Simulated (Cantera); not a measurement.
What does this Cantera script print?

```python
import numpy as np
import cantera as ct

gas_names = """
    CL CL2 Si SiCL SiCL2 SiCL3 SiCL4 Si2 Si3
""".split()
cond_names = """
    Si(cr) Si(L)
""".split()


# ... load() reads the species with a 1 bar reference pressure and builds the phases ...
atoms = {
    'Si': {'Si': 1},
    'Cl2': {'CL': 2},
}
top_T = {}  # K; cautious upper limits of use, not melting points


# ... equilibrate(T, P, feed) seeds the gas with the atoms and calls Mixture.equilibrate('TP', solver="vcs", rtol=1e-11, max_steps=5000) ...
results = []
feed = {'Si': 1, 'Cl2': 1.2}  # mol
T = 498.15  # K
P = 29000  # Pa
mix = equilibrate(T, P, feed)
results.append((T, P, feed, dict(zip(mix.species_names, mix.species_moles))))
print(gas.report(threshold=0.0001))
for i in range(1, mix.n_phases):
    print(f"{mix.phase(i).name:16s} {mix.phase_moles(i):12.5e} mol")
```

Output:

```
       temperature   498.15 K
          pressure   29000 Pa
           density   1.1895 kg/m^3
  mean mol. weight   169.88 kg/kmol
   phase of matter   gas

                          1 kg             1 kmol
                     ---------------   ---------------
          enthalpy        -3.788e+06       -6.4352e+08  J
   internal energy       -3.8124e+06       -6.4766e+08  J
           entropy              2298        3.9039e+05  J/K
    Gibbs function       -4.9327e+06         -8.38e+08  J
 heat capacity c_p            590.58        1.0033e+05  J/K
 heat capacity c_v            541.63             92016  J/K

                      mass frac. Y      mole frac. X     chem. pot. / RT
                     ---------------   ---------------   ---------------
             SiCL4                 1                 1           -202.32
     [   +8 minor]        1.7419e-08        2.2014e-08

Si(cr)            4.00000e-01 mol
```

Method: chemical equilibrium by Gibbs-energy minimisation in Cantera with the NASA 1993 tables (ideal gas, pure condensed phases).
